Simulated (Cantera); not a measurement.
Cantera with NASA thermochemical tables; ideal gases at 1 bar, condensed phases pure. Values are per mole of reaction as written; species without (g) are pure solids or liquids, kept so even where they would boil at 1 bar.

2 H2(g) + S2(g) ⇌ 2 H2S(g), with ΔH° = -169.4 kJ and ΔS° = -78.3 J/K at 300 K.

### Question
How far is the shortcut ΔG° ≈ ΔH°(300 K) − T·ΔS°(300 K) from the full temperature-dependent value at 500, 550, 600, 650, 700 K?

### Answer
| T (K) | shortcut (kJ) | full (kJ) | difference (kJ) | difference in log10 K |
|---|---|---|---|---|
| 500 | -130.3 | -129.1 | -1.2 | 0.13 |
| 550 | -126.4 | -124.6 | -1.8 | 0.17 |
| 600 | -122.5 | -120.0 | -2.5 | 0.21 |
| 650 | -118.6 | -115.4 | -3.2 | 0.26 |
| 700 | -114.7 | -110.7 | -4.0 | 0.30 |
The shortcut ignores the heat-capacity change of the reaction.
